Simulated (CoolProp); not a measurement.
Properties of R410A at several states (Tc = 71.3 °C, pc = 4901 kPa, ω = 0.296).

Computed with CoolProp (reference Helmholtz-energy equation of state, Lemmon 2003). It is a pseudo-pure fit of the blend.

```json
[
 {"T (°C)": "78.05", "p (kPa)": "102", "phase": "gas", "conductivity (mW/(m K))": "17.2", "Prandtl number": "[?]"},
 {"T (°C)": "-0.05", "p (kPa)": "225", "phase": "gas", "conductivity (mW/(m K))": "[?]", "Prandtl number": "0.841"},
 {"T (°C)": "143.75", "p (kPa)": "10.4", "phase": "gas", "conductivity (mW/(m K))": "22.0", "Prandtl number": "0.805"},
 {"T (°C)": "167.65", "p (kPa)": "4300", "phase": "gas", "conductivity (mW/(m K))": "27.3", "Prandtl number": "0.896"},
 {"T (°C)": "137.05", "p (kPa)": "64.3", "phase": "gas", "conductivity (mW/(m K))": "[?]", "Prandtl number": "0.804"}
]
```

Task: Some entries are withheld; supply them.

Result: 
- 78.05, Prandtl number: 0.792
- -0.05, conductivity (mW/(m K)): 11.6
- 137.05, conductivity (mW/(m K)): 21.6

Viscosity comes from a separate model (Geller 2000). Thermal conductivity comes from a separate model (Geller 2001).
